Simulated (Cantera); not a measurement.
Charge: 1 mol Si, 1.3 mol N2O, 3.3 mol H2, equilibrated at 1898.15 K and 10.0 mbar.

Equilibrium computed with Cantera from the NASA thermochemical tables; the gas is ideal and each condensed phase is pure. Candidate condensed phases: H2O, Si, SiO2, Si2N2O, Si3N4; 35 gas species. The tables hold silica as quartz up to 1696 K and as liquid above; real silica turns to tridymite and cristobalite and melts near 1996 K. Equilibrium is a limit: real reactors are often held back by kinetics, nucleation or transport.

Base state: H2 0.608, N2 0.243, SiO 0.137, H 0.00610, H2O 0.00596 (mole fractions); condensed: SiO2(condensed).

Q: What changes in the equilibrium state with this change: pressure from 10.0 mbar to 0.100 bar?

A: 
```
species                before     after
--------------------  -------  --------
H2                      0.608     0.620
N2                      0.243     0.245
SiO                     0.137     0.132
H2O                   0.00596  0.000628
H                     0.00610   0.00195
SiO2(condensed), mol    0.268     0.297
```
